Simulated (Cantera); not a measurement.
An isothermal plug-flow reactor at 673 K and 0.260 bar (inlet), inlet velocity 3.2 m/s, active area per volume 120 1/m; feed H2 : O2 : N2 : H2O = 0.0057 : 0.013 : 0.79 : 0.019 (molar parts), equivalence ratio 0.22.

Detailed kinetics in Cantera: Deutschmann's 1995 Pt surface mechanism with GRI-Mech 3.0 gas chemistry. Catalytic surfaces can have several steady states; this one follows from the mechanism file's or the stated starting coverage. Mass transfer to the wall is taken as infinitely fast.

What does this change do: temperature 673 to 548 K?


```csv
quantity,before,after
x(H2) at z = 0.0033 m,0.00157,0.00187
x(O2) at z = 0.0033 m,0.0131,0.0132
x(H2O) at z = 0.0033 m,0.0284,0.0280
θ(free Pt) at the exit,0.210,0.220
θ(O*) at the exit,0.781,0.755
θ(OH*) at the exit,0.00834,0.0255
```

What does this change do: N2 0.79 to 1.7 parts?


```tsv
quantity	before	after
x(H2) at z = 0.0033 m	0.00157	0.000746
x(O2) at z = 0.0033 m	0.0131	0.00622
x(H2O) at z = 0.0033 m	0.0284	0.0135
θ(free Pt) at the exit	0.210	0.211
θ(O*) at the exit	0.781	0.784
θ(OH*) at the exit	0.00834	0.00576
```
